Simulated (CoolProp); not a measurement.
Saturation properties of toluene (Tc = 591.7 K, pc = 4126 kPa, ω = 0.266).

Values from CoolProp's reference Helmholtz-energy equation of state, Lemmon 2006. It is a short technical equation, of lower accuracy than the large ones.

| T (K) | p (kPa) | enthalpy of vaporisation (kJ/kg) | liquid viscosity (µPa s) | vapour viscosity (µPa s) | liquid conductivity (mW/(m K)) |
|---|---|---|---|---|---|
| 353.9 | 39.88 | 379.6 | 315 | 8.17 | ___ |
| 366.7 | 60.81 | 371.7 | 283 | 8.44 | 112 |
| 379.5 | 89.67 | 363.5 | 257 | 8.71 | 108 |
| 392.2 | 128.1 | 355.1 | 234 | 8.98 | 105 |
| 405 | 178.6 | 346.3 | 214 | 9.25 | 102 |
| 417.8 | 243.5 | 337.1 | 196 | 9.53 | 99.0 |
| 430.6 | 325.0 | 327.4 | 180 | 9.81 | 96.2 |
| 443.4 | 425.8 | 317.2 | ___ | 10.1 | 93.4 |
| 456.1 | 547.6 | 306.4 | 154 | 10.4 | 90.9 |
| 468.9 | 695.1 | 294.8 | 142 | 10.7 | ___ |

**Question.** Some entries are withheld; supply them.

**Answer.** 
- 353.9, liquid conductivity (mW/(m K)): 115
- 443.4, liquid viscosity (µPa s): 166
- 468.9, liquid conductivity (mW/(m K)): 88.5

It boils at 383.7 K under 1 atm.

Viscosity comes from a separate model (Avgeri 2015). Thermal conductivity comes from a separate model (Assael 2012).
